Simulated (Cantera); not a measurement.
Input: 1 mol C3H6, 2.2 mol H2, 3.2 mol N2, at 2275 °C and 1.20 mbar.

Equilibrium computed with Cantera from the NASA thermochemical tables; the gas is ideal and each condensed phase is pure. Candidate condensed phases: C, C6H6, C7H8, C8H18; 92 gas species. Rates play no part.

Base state: H 0.442, N2 0.283, H2 0.245, HCN 0.0210, C2H2 (acetylene) 0.00323, HNC 0.00259, CN 0.00234, C3 0.000863 (mole fractions); condensed: C(graphite).

Problem. What changes in the equilibrium state with this change: temperature from 2275 °C to 777 °C?

Solution. 
```
species             before    after
----------------  --------  -------
H2                   0.245    0.619
N2                   0.283    0.381
CH4                9.97e-9  2.63e-5
H                    0.442  1.84e-7
HCN                 0.0210  5.40e-6
CN                 0.00234    <1e-9
C2H2 (acetylene)   0.00323  2.56e-9
C3                0.000863    <1e-9
C2H               0.000463    <1e-9
C                 0.000265    <1e-9
C(graphite), mol      2.61     3.00
```
